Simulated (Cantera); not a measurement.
# Transport properties of process gases

Gas mixture: CO₂ = 0.83 (molar parts), at 0.133 bar, frozen composition.

Cantera's kinetic-theory transport with the Lennard-Jones parameters of GRI-Mech 3.0, ideal gas; thermal conductivity in the multicomponent form.

| T (K) | ρ (kg/m³) | cp (J/kg/K) | μ (µPa s) | λ (mW/m/K) | Pr | D (cm²/s) NH₃ | D (cm²/s) C₂H₂ | D (cm²/s) H₂O |
|---|---|---|---|---|---|---|---|---|
| 400 | 0.176 | 937.9 | 19.8 | 25.3 | 0.733 | 2.13 | 1.61 | 2.17 |
| 550 | 0.128 | 1047 | 26.0 | 37.1 | 0.733 | 3.95 | 2.89 | 4.07 |
| 700 | 0.101 | 1127 | 31.5 | 48.4 | 0.733 | 6.21 | 4.44 | 6.44 |
| 850 | 0.0830 | 1187 | 36.4 | 59.0 | 0.732 | 8.86 | 6.24 | 9.24 |
| 1000 | 0.0706 | 1234 | 41.0 | 69.2 | 0.732 | 11.9 | 8.26 | 12.4 |
| 1150 | 0.0614 | 1269 | 45.2 | 78.6 | 0.731 | 15.2 | 10.5 | 16.0 |
| 1300 | 0.0543 | 1298 | 49.3 | 87.6 | 0.730 | 18.8 | 12.9 | 19.8 |
| 1450 | 0.0487 | 1320 | 53.1 | 96.1 | 0.729 | 22.8 | 15.6 | 24.0 |
| 1600 | 0.0441 | 1339 | 56.7 | 104 | 0.728 | 27.0 | 18.4 | 28.5 |
D: mixture-averaged diffusion coefficient of that species in the mixture.
